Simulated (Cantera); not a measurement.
## Equilibrium for silicon oxide and oxynitride deposition: SiF4 + O3 + H2 + N2O

Charge: 1 mol SiF4, 2.2 mol O3, 8.3 mol H2, 23 mol N2O, equilibrated at 0.0200 bar.

Cantera equilibrium calculation (NASA polynomials, part measured and part estimated; ideal gas, pure solids and liquids). Candidate condensed phases: H2O, Si, SiO2, Si2N2O, Si3N4; 58 gas species. The tables hold silica as quartz up to 1696 K and as liquid above; real silica turns to tridymite and cristobalite and melts near 1996 K. Kinetics and transport are ignored.

From 950 K to 1650 K the condensed part is SiO2(β-quartz). From 1750 K to 1850 K the condensed part is SiO2(condensed).

| T (K) | x N2 | x O2 | x H2O | x HF | n SiO2(β-quartz) | n SiO2(condensed) |
|---|---|---|---|---|---|---|
| 950 | 0.524 | 0.242 | 0.145 | 0.0889 | 0.976 | 0 |
| 1050 | 0.523 | 0.242 | 0.144 | 0.0904 | 0.993 | 0 |
| 1150 | 0.523 | 0.242 | 0.143 | 0.0908 | 0.998 | 0 |
| 1250 | 0.523 | 0.242 | 0.143 | 0.0909 | 0.999 | 0 |
| 1350 | 0.523 | 0.242 | 0.143 | 0.0910 | 1.000 | 0 |
| 1450 | 0.523 | 0.242 | 0.143 | 0.0910 | 1.000 | 0 |
| 1550 | 0.523 | 0.242 | 0.143 | 0.0910 | 1.000 | 0 |
| 1650 | 0.522 | 0.241 | 0.143 | 0.0910 | 1.000 | 0 |
| 1750 | 0.521 | 0.240 | 0.142 | 0.0910 | 0 | 1.000 |
| 1850 | 0.521 | 0.239 | 0.141 | 0.0909 | 0 | 1.000 |
x: gas mole fraction; n: condensed amount in mol.
